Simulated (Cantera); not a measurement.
An adiabatic, constant-pressure homogeneous reactor starts with CH4 : C2H6 : O2 : N2 = 1 : 0.035 : 1.63 : 6.14 (molar parts), equivalence ratio 1.3, at 1650 K and 2.00 bar.

Cantera simulation using GRI-Mech 3.0 (53 species, 325 reactions); the numbers are that mechanism's predictions, not measurements.

x: mole fraction; the columns are a selection and need not sum to one.

```json
[
 {"t (s)": "7.00e-6", "T (K)": "1648", "x CH4": "0.113", "x C2H6": "0.00374", "x O2": "0.185", "x NO2": "<1e-12", "x O": "7.82e-7", "x CH2": "1.14e-8", "x H": "1.40e-6"},
 {"t (s)": "1.83e-5", "T (K)": "1648", "x CH4": "0.113", "x C2H6": "0.00348", "x O2": "0.184", "x NO2": "<1e-12", "x O": "2.21e-6", "x CH2": "7.17e-8", "x H": "5.26e-6"},
 {"t (s)": "4.80e-5", "T (K)": "1666", "x CH4": "0.107", "x C2H6": "0.00324", "x O2": "0.180", "x NO2": "1.80e-12", "x O": "___", "x CH2": "___", "x H": "___"},
 {"t (s)": "0.000126", "T (K)": "2753", "x CH4": "<1e-12", "x C2H6": "<1e-12", "x O2": "0.00787", "x NO2": "4.03e-8", "x O": "0.00606", "x CH2": "<1e-12", "x H": "0.0229"},
 {"t (s)": "0.000329", "T (K)": "2870", "x CH4": "<1e-12", "x C2H6": "<1e-12", "x O2": "0.00516", "x NO2": "2.88e-7", "x O": "0.00363", "x CH2": "<1e-12", "x H": "0.0157"},
 {"t (s)": "0.000863", "T (K)": "2863", "x CH4": "<1e-12", "x C2H6": "<1e-12", "x O2": "0.00472", "x NO2": "6.02e-7", "x O": "0.00339", "x CH2": "<1e-12", "x H": "0.0155"},
 {"t (s)": "0.00226", "T (K)": "2861", "x CH4": "<1e-12", "x C2H6": "<1e-12", "x O2": "0.00458", "x NO2": "7.10e-7", "x O": "0.00330", "x CH2": "<1e-12", "x H": "0.0154"},
 {"t (s)": "0.00592", "T (K)": "2861", "x CH4": "<1e-12", "x C2H6": "<1e-12", "x O2": "0.00457", "x NO2": "7.12e-7", "x O": "0.00330", "x CH2": "<1e-12", "x H": "0.0154"},
 {"t (s)": "0.0155", "T (K)": "2861", "x CH4": "<1e-12", "x C2H6": "<1e-12", "x O2": "0.00457", "x NO2": "7.12e-7", "x O": "0.00330", "x CH2": "<1e-12", "x H": "0.0154"},
 {"t (s)": "0.0406", "T (K)": "2861", "x CH4": "<1e-12", "x C2H6": "<1e-12", "x O2": "0.00457", "x NO2": "7.12e-7", "x O": "0.00330", "x CH2": "<1e-12", "x H": "0.0154"},
 {"t (s)": "0.106", "T (K)": "2861", "x CH4": "<1e-12", "x C2H6": "<1e-12", "x O2": "0.00457", "x NO2": "7.12e-7", "x O": "0.00330", "x CH2": "<1e-12", "x H": "0.0154"},
 {"t (s)": "0.278", "T (K)": "2861", "x CH4": "<1e-12", "x C2H6": "<1e-12", "x O2": "0.00457", "x NO2": "7.12e-7", "x O": "0.00330", "x CH2": "<1e-12", "x H": "0.0154"},
 {"t (s)": "0.729", "T (K)": "2861", "x CH4": "<1e-12", "x C2H6": "<1e-12", "x O2": "0.00457", "x NO2": "7.12e-7", "x O": "0.00330", "x CH2": "<1e-12", "x H": "0.0154"},
 {"t (s)": "1.91", "T (K)": "2861", "x CH4": "<1e-12", "x C2H6": "<1e-12", "x O2": "0.00457", "x NO2": "7.12e-7", "x O": "0.00330", "x CH2": "<1e-12", "x H": "0.0154"},
 {"t (s)": "5.00", "T (K)": "2861", "x CH4": "<1e-12", "x C2H6": "<1e-12", "x O2": "0.00457", "x NO2": "7.12e-7", "x O": "0.00330", "x CH2": "<1e-12", "x H": "0.0154"}
]
```

### Question
Fill in the missing entries.

### Answer

- 4.80e-5, x O: 5.99e-6
- 4.80e-5, x CH2: 3.28e-7
- 4.80e-5, x H: 1.89e-5
